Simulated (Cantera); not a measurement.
Input (Python, Cantera) and output of one run.

```python
import numpy as np
import cantera as ct

gas_names = """
    F F2 H HF H2 H2F2 H3F3 H4F4 H5F5 H6F6 H7F7 Pb PbF PbF2 PbF4 Pb2
""".split()
cond_names = """
    Pb(cr) Pb(L) PbF2(a) PbF2(b) PbF2(L)
""".split()


# ... load() reads the species with a 1 bar reference pressure and builds the phases ...
atoms = {
    'PbF2': {'Pb': 1, 'F': 2},
    'HF': {'H': 1, 'F': 1},
    'H2': {'H': 2},
}
top_T = {}  # K; cautious upper limits of use, not melting points


# ... equilibrate(T, P, feed) seeds the gas with the atoms and calls Mixture.equilibrate('TP', solver="vcs", rtol=1e-11, max_steps=5000) ...
results = []
feed = {'PbF2': 1, 'HF': 0.27, 'H2': 1.4}  # mol
for P in [0.1, 0.72, 5.2, 37, 270, 1900, 14000, 100000]:
    for T in [825, 875, 925, 975, 1025, 1075, 1125, 1175, 1225]:
        mix = equilibrate(T, P, feed)
        results.append((T, P, feed, dict(zip(mix.species_names, mix.species_moles))))

for T, P, feed, n in results:
    print(f"{T:7g} {P:10.4g}  " + (" + ".join(c for c in cond_names if n.get(c, 0) > 1e-12) or "gas only"))
```

Output:

```
    825        0.1  Pb(L)
    875        0.1  gas only
    925        0.1  gas only
    975        0.1  gas only
   1025        0.1  gas only
   1075        0.1  gas only
   1125        0.1  gas only
   1175        0.1  gas only
   1225        0.1  gas only
    825       0.72  Pb(L)
    875       0.72  Pb(L)
    925       0.72  gas only
    975       0.72  gas only
   1025       0.72  gas only
   1075       0.72  gas only
   1125       0.72  gas only
   1175       0.72  gas only
   1225       0.72  gas only
    825        5.2  Pb(L)
    875        5.2  Pb(L)
    925        5.2  Pb(L)
    975        5.2  Pb(L)
   1025        5.2  gas only
   1075        5.2  gas only
   1125        5.2  gas only
   1175        5.2  gas only
   1225        5.2  gas only
    825         37  Pb(L)
    875         37  Pb(L)
    925         37  Pb(L)
    975         37  Pb(L)
   1025         37  Pb(L)
   1075         37  Pb(L)
   1125         37  gas only
   1175         37  gas only
   1225         37  gas only
    825        270  Pb(L)
    875        270  Pb(L)
    925        270  Pb(L)
    975        270  Pb(L)
   1025        270  Pb(L)
   1075        270  Pb(L)
   1125        270  Pb(L)
   1175        270  Pb(L)
   1225        270  gas only
    825       1900  Pb(L)
    875       1900  Pb(L)
    925       1900  Pb(L)
    975       1900  Pb(L)
   1025       1900  Pb(L)
   1075       1900  Pb(L)
   1125       1900  Pb(L)
   1175       1900  Pb(L)
   1225       1900  Pb(L)
    825    1.4e+04  Pb(L)
    875    1.4e+04  Pb(L)
    925    1.4e+04  Pb(L)
    975    1.4e+04  Pb(L)
   1025    1.4e+04  Pb(L)
   1075    1.4e+04  Pb(L)
   1125    1.4e+04  Pb(L)
   1175    1.4e+04  Pb(L)
   1225    1.4e+04  Pb(L)
    825      1e+05  Pb(L) + PbF2(b)
    875      1e+05  Pb(L) + PbF2(b)
    925      1e+05  Pb(L)
    975      1e+05  Pb(L)
   1025      1e+05  Pb(L)
   1075      1e+05  Pb(L)
   1125      1e+05  Pb(L)
   1175      1e+05  Pb(L)
   1225      1e+05  Pb(L)
```

Equilibrium computed with Cantera from the NASA thermochemical tables; the gas is ideal and each condensed phase is pure.
